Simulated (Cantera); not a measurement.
An isothermal plug-flow reactor at 675 K and 2.66 atm (inlet), inlet velocity 2.8 m/s, active area per volume 210 1/m; feed 4.75 % H₂, 1.43 % O₂, 93.8 % N₂, equivalence ratio 1.7.

Cantera simulation using Deutschmann's 1995 Pt surface mechanism with GRI-Mech 3.0 gas chemistry; the numbers are that mechanism's predictions, not measurements. Catalytic surfaces can have several steady states; this one follows from the mechanism file's or the stated starting coverage. Mass transfer to the wall is taken as infinitely fast.

One state of this run: x H₂ = 0.0438; x O₂ = 0.0124; x H₂O = 0.00378; θ free Pt = 0.843; θ H* = 0.157. x: gas mole fraction; θ: surface coverage.

Question: Which value of z (m) does it belong to?
A. 0.0039
B. 0.0003
C. 0.0065
D. 0.0014

Answer: B, 0.0003
